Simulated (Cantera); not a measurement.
What does this Cantera script print?

```python
import numpy as np
import cantera as ct

gas_names = """
    CL CL2 H HCL H2 N NH NH2 NH3 N2 N2H2 N2H4 Si SiCL SiCL2 SiCL3 SiCL4 SiH SiHCL3 SiH2 SiH2CL2 SiH3
    SiH3CL SiH4 SiN Si2 Si2N Si3
""".split()
cond_names = """
    NH4CL(a) NH4CL(b) Si(cr) Si(L) Si3N4(a)
""".split()


# ... load() reads the species with a 1 bar reference pressure and builds the phases ...
atoms = {
    'SiCl4': {'Si': 1, 'CL': 4},
    'NH3': {'N': 1, 'H': 3},
    'H2': {'H': 2},
}
top_T = {'Si3N4(a)': 2400}  # K; cautious upper limits of use, not melting points


# ... equilibrate(T, P, feed) seeds the gas with the atoms and calls Mixture.equilibrate('TP', solver="vcs", rtol=1e-11, max_steps=5000) ...
results = []
feed = {'SiCl4': 1, 'NH3': 0.32, 'H2': 4.3}  # mol
for P in [5, 26, 140, 710, 3700, 19000, 100000]:
    for T in [1098, 1123, 1148, 1173, 1198, 1223, 1248, 1273, 1298, 1323, 1348, 1373, 1398]:
        mix = equilibrate(T, P, feed)
        results.append((T, P, feed, dict(zip(mix.species_names, mix.species_moles))))

for T, P, feed, n in results:
    print(f"{T:7g} {P:10.4g}  " + (" + ".join(c for c in cond_names if n.get(c, 0) > 1e-12) or "gas only"))
```

Result:

```
   1098          5  Si3N4(a)
   1123          5  Si3N4(a)
   1148          5  Si3N4(a)
   1173          5  Si3N4(a)
   1198          5  Si3N4(a)
   1223          5  Si3N4(a)
   1248          5  Si3N4(a)
   1273          5  Si3N4(a)
   1298          5  gas only
   1323          5  gas only
   1348          5  gas only
   1373          5  gas only
   1398          5  gas only
   1098         26  Si3N4(a)
   1123         26  Si3N4(a)
   1148         26  Si3N4(a)
   1173         26  Si3N4(a)
   1198         26  Si3N4(a)
   1223         26  Si3N4(a)
   1248         26  Si3N4(a)
   1273         26  Si3N4(a)
   1298         26  Si3N4(a)
   1323         26  Si3N4(a)
   1348         26  gas only
   1373         26  gas only
   1398         26  gas only
   1098        140  Si3N4(a)
   1123        140  Si3N4(a)
   1148        140  Si3N4(a)
   1173        140  Si3N4(a)
   1198        140  Si3N4(a)
   1223        140  Si3N4(a)
   1248        140  Si3N4(a)
   1273        140  Si3N4(a)
   1298        140  Si3N4(a)
   1323        140  Si3N4(a)
   1348        140  Si3N4(a)
   1373        140  Si3N4(a)
   1398        140  Si3N4(a)
   1098        710  Si3N4(a)
   1123        710  Si3N4(a)
   1148        710  Si3N4(a)
   1173        710  Si3N4(a)
   1198        710  Si3N4(a)
   1223        710  Si3N4(a)
   1248        710  Si3N4(a)
   1273        710  Si3N4(a)
   1298        710  Si3N4(a)
   1323        710  Si3N4(a)
   1348        710  Si3N4(a)
   1373        710  Si3N4(a)
   1398        710  Si3N4(a)
   1098       3700  Si3N4(a)
   1123       3700  Si3N4(a)
   1148       3700  Si3N4(a)
   1173       3700  Si3N4(a)
   1198       3700  Si3N4(a)
   1223       3700  Si3N4(a)
   1248       3700  Si3N4(a)
   1273       3700  Si3N4(a)
   1298       3700  Si3N4(a)
   1323       3700  Si3N4(a)
   1348       3700  Si3N4(a)
   1373       3700  Si3N4(a)
   1398       3700  Si3N4(a)
   1098    1.9e+04  Si3N4(a)
   1123    1.9e+04  Si3N4(a)
   1148    1.9e+04  Si3N4(a)
   1173    1.9e+04  Si3N4(a)
   1198    1.9e+04  Si3N4(a)
   1223    1.9e+04  Si3N4(a)
   1248    1.9e+04  Si3N4(a)
   1273    1.9e+04  Si3N4(a)
   1298    1.9e+04  Si3N4(a)
   1323    1.9e+04  Si3N4(a)
   1348    1.9e+04  Si3N4(a)
   1373    1.9e+04  Si3N4(a)
   1398    1.9e+04  Si3N4(a)
   1098      1e+05  Si3N4(a)
   1123      1e+05  Si3N4(a)
   1148      1e+05  Si3N4(a)
   1173      1e+05  Si3N4(a)
   1198      1e+05  Si3N4(a)
   1223      1e+05  Si3N4(a)
   1248      1e+05  Si3N4(a)
   1273      1e+05  Si3N4(a)
   1298      1e+05  Si3N4(a)
   1323      1e+05  Si3N4(a)
   1348      1e+05  Si3N4(a)
   1373      1e+05  Si3N4(a)
   1398      1e+05  Si3N4(a)
```

Method: chemical equilibrium by Gibbs-energy minimisation in Cantera with the NASA 1993 tables (ideal gas, pure condensed phases). The tables' values for SiCl3 are old estimates.
